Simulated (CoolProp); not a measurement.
Vapour pressure (MPa) of fluorine: the reference equation beside estimates from Tc = 144.4 K, pc = 5.240 MPa, ω = 0.045. Clausius-Clapeyron is anchored at 76.4 K with a constant enthalpy of vaporisation of 6.913 kJ/mol.

Values from CoolProp's reference Helmholtz-energy equation of state, de Reuck 1990.

```
T (K)  reference  Clausius-Clapeyron  van der Waals  Redlich-Kwong  Soave-Redlich-Kwong  Peng-Robinson
-----  ---------  ------------------  -------------  -------------  -------------------  -------------
76.4     0.03329             0.03329         0.2113        0.02503              0.03365        0.03567
79.6         ___             0.05156         0.2739            ___              0.05243        0.05496
82.9     0.07877             0.07815         0.3509            ___              0.07965        0.08265
86.2      0.1155              0.1147         0.4417            ___               0.1168         0.1202
89.5      0.1644              0.1637         0.5473         0.1495               0.1662         0.1698
92.8      0.2276              0.2278         0.6688            ___               0.2302         0.2337
96.1      0.3077              0.3099         0.8071         0.2944               0.3113         0.3144
99.4      0.4071              0.4130         0.9632         0.3967               0.4122         0.4145
102.7     0.5286              0.5404          1.138         0.5228               0.5355         0.5365
106       0.6749              0.6953          1.332         0.6752               0.6841         0.6834
109.3     0.8485              0.8811          1.546         0.8568               0.8609         0.8579
112.6      1.052               1.101          1.782          1.070                1.069          1.063
115.8      1.282               1.350          2.030          1.310                1.302          1.294
119.1      1.553                 ___            ___          1.594                1.579          1.568
122.4      1.864               1.989          2.610          1.916                  ___          1.882
```

Fill in the missing entries.


- 79.6, reference: 0.05186
- 79.6, Redlich-Kwong: 0.04149
- 82.9, Redlich-Kwong: 0.06638
- 86.2, Redlich-Kwong: 0.1016
- 92.8, Redlich-Kwong: 0.2129
- 119.1, Clausius-Clapeyron: 1.648
- 119.1, van der Waals: 2.309
- 122.4, Soave-Redlich-Kwong: 1.896

Absolute difference from the reference over all 15 rows, mean and median: Clausius-Clapeyron 2.4 and 1.4 %, van der Waals 188.5 and 136.6 %, Redlich-Kwong 7.1 and 2.8 %, Soave-Redlich-Kwong 1.3 and 1.3 %, Peng-Robinson 2.7 and 1.8 %.
